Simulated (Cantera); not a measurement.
What does this Cantera script print?

```python
import numpy as np
import cantera as ct

gas = ct.Solution("gri30.yaml")
gas.TPX = 575, 22000, {'CH3OH': 1, 'O2': 2.59, 'N2': 9.72, 'H2O': 1.1, 'H2': 0.058}
inlet = ct.Reservoir(gas, clone=True)
gas.equilibrate("HP")  # start burning
reactor = ct.IdealGasConstPressureReactor(gas, energy="on", clone=False)
exhaust = ct.Reservoir(gas, clone=True)
tau = [0.15, 0.05, 0.016, 0.0053, 0.0017, 0.00056, 0.00018, 5.9e-05, 1.9e-05, 6.3e-06][0]
for a, b in ((inlet, reactor), (reactor, exhaust)):
    ct.MassFlowController(a, b, mdot=lambda t: reactor.mass / tau)
net = ct.ReactorNet([reactor])
show = ['CH3OH', 'O2', 'H2O', 'CH3', 'CO2', 'C2H6']

rows = []
print(f"{'tau/s':>10s}{'T/K':>9s}" + "".join(f"{s:>11s}" for s in show))
for tau in [0.15, 0.05, 0.016, 0.0053, 0.0017, 0.00056, 0.00018, 5.9e-05, 1.9e-05, 6.3e-06]:
    net.initial_time = 0.0
    net.advance(30 * tau)
    before = gas.X
    net.advance(40 * tau)
    drift = np.max(np.abs(gas.X - before) / (gas.X + 1e-9))
    rows.append([gas.T, *gas[show].X, drift])
    print(f"{tau:10.3e}{gas.T:9.1f}" + "".join(f"{x:11.3e}" for x in gas[show].X))
```

Result:

```
     tau/s      T/K      CH3OH         O2        H2O        CH3        CO2       C2H6
 1.500e-01   1782.9  3.661e-06  7.080e-02  2.084e-01  4.205e-08  6.563e-02  9.091e-15
 5.000e-02   1761.7  7.365e-06  7.110e-02  2.067e-01  1.266e-07  6.453e-02  6.485e-14
 1.600e-02   1726.8  1.564e-05  7.184e-02  2.042e-01  4.458e-07  6.263e-02  6.756e-13
 5.300e-03   1679.6  3.541e-05  7.327e-02  2.011e-01  1.525e-06  5.970e-02  7.640e-12
 1.700e-03   1618.5  1.001e-04  7.637e-02  1.983e-01  5.309e-06  5.403e-02  1.136e-10
 5.600e-04    575.0  6.912e-02  1.790e-01  7.603e-02  2.758e-24 -3.486e-16 -1.477e-22
 1.800e-04    575.0  6.912e-02  1.790e-01  7.603e-02  8.985e-25 -1.541e-19 -6.529e-26
 5.900e-05    575.0  6.912e-02  1.790e-01  7.603e-02  3.334e-25 -9.736e-21 -4.124e-27
 1.900e-05    575.0  6.912e-02  1.790e-01  7.603e-02  1.103e-25 -6.150e-22 -2.605e-28
 6.300e-06    575.0  6.912e-02  1.790e-01  7.603e-02  3.656e-26 -3.884e-23 -1.645e-29
```

Detailed kinetics in Cantera: GRI-Mech 3.0 (53 species, 325 reactions). GRI-Mech 3.0 was tuned for natural gas; its chemistry of methanol as a main component is partial and can be far from experiment.
